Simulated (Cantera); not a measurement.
Mixture: CH₄ : H₂ : O₂ : N₂ = 1 : 0.072 : 1.2 : 4.5 (molar parts), at 1430 Torr, adiabatic and at constant pressure. Ignition delay is the time to a rise of 400 K.

Computed with Cantera and GRI-Mech 3.0 (53 species, 325 reactions).

Q: What does this change do: H2 0.072 to 0.14 parts?

A: 
```
quantity                                                before       after
--------------------------------------------------  ----------  ----------
delay at 1125 K                                        36.8 ms     19.7 ms
delay at 1225 K                                        12.1 ms     7.30 ms
delay at 1325 K                                        3.99 ms     2.66 ms
delay at 1425 K                                        1.38 ms    0.998 ms
delay at 1525 K                                       0.513 ms    0.400 ms
delay at 1625 K                                       0.213 ms    0.177 ms
delay at 1725 K                                        99.1 µs     86.4 µs
apparent activation energy between 1525 and 1725 K  180 kJ/mol  170 kJ/mol
```

Q: What does this change do: pressure from 1430 Torr to 5700 Torr?

A: 
```json
[
 {"quantity": "delay at 1125 K", "before": "36.8 ms", "after": "6.61 ms"},
 {"quantity": "delay at 1225 K", "before": "12.1 ms", "after": "2.72 ms"},
 {"quantity": "delay at 1325 K", "before": "3.99 ms", "after": "1.08 ms"},
 {"quantity": "delay at 1425 K", "before": "1.38 ms", "after": "0.428 ms"},
 {"quantity": "delay at 1525 K", "before": "0.513 ms", "after": "0.173 ms"},
 {"quantity": "delay at 1625 K", "before": "0.213 ms", "after": "73.1 µs"},
 {"quantity": "delay at 1725 K", "before": "99.1 µs", "after": "33.2 µs"},
 {"quantity": "apparent activation energy between 1525 and 1725 K", "before": "180 kJ/mol", "after": "180 kJ/mol"}
]
```
